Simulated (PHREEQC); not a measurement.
# Ultrapure water in contact with air or piping: an equilibrium model

Synthetic water in mg/kgw, 61 °C, pH 5.65, pe 12.7:

```
constituent                mg/kgw
-----------------------  --------
Na                         0.0721
K                           0.254
Ca                          0.263
Mg                         0.0287
Cl                          0.268
S(6) as SO4                 0.379
Alkalinity as HCO3          0.592
B                        0.000322
Si as SiO2                 0.0159
O(0) (dissolved oxygen)   0.00139
N(5) as NO3              0.000346
Sr                          0.019
```

Valence states are taken as typed.

Model: ion-association model, phreeqc.dat, run in PHREEQC.

| Quantity | Value |
|---|---|
| ionic strength | 3.95e-5 mol/kgw |
| charge-balance error | 0.7 % |

```json
[
 {"species": "CO2", "molality": "5.18e-5", "activity": "5.18e-5", "log γ": "0.000"},
 {"species": "HCO3-", "molality": "1.19e-5", "activity": "1.18e-5", "log γ": "-0.003"},
 {"species": "Cl-", "molality": "7.56e-6", "activity": "7.50e-6", "log γ": "-0.003"},
 {"species": "Ca+2", "molality": "6.55e-6", "activity": "6.35e-6", "log γ": "-0.014"},
 {"species": "K+", "molality": "6.50e-6", "activity": "6.45e-6", "log γ": "-0.003"},
 {"species": "SO4-2", "molality": "3.93e-6", "activity": "3.81e-6", "log γ": "-0.014"},
 {"species": "Na+", "molality": "3.14e-6", "activity": "3.11e-6", "log γ": "-0.003"},
 {"species": "H+", "molality": "2.26e-6", "activity": "2.24e-6", "log γ": "-0.003"},
 {"species": "Mg+2", "molality": "1.18e-6", "activity": "1.14e-6", "log γ": "-0.014"},
 {"species": "H4SiO4", "molality": "2.65e-7", "activity": "2.65e-7", "log γ": "0.000"},
 {"species": "Sr+2", "molality": "2.17e-7", "activity": "2.10e-7", "log γ": "-0.014"},
 {"species": "OH-", "molality": "4.59e-8", "activity": "4.55e-8", "log γ": "-0.003"},
 {"species": "O2", "molality": "4.34e-8", "activity": "4.34e-8", "log γ": "0.000"},
 {"species": "H3BO3", "molality": "2.98e-8", "activity": "2.98e-8", "log γ": "0.000"},
 {"species": "NO3-", "molality": "5.58e-9", "activity": "5.54e-9", "log γ": "-0.003"}
]
```

No solid was allowed to form. Complexes and solids missing from the database can't appear. At this temperature some constants are extrapolated from 25 °C, and those without enthalpy data are left unchanged.
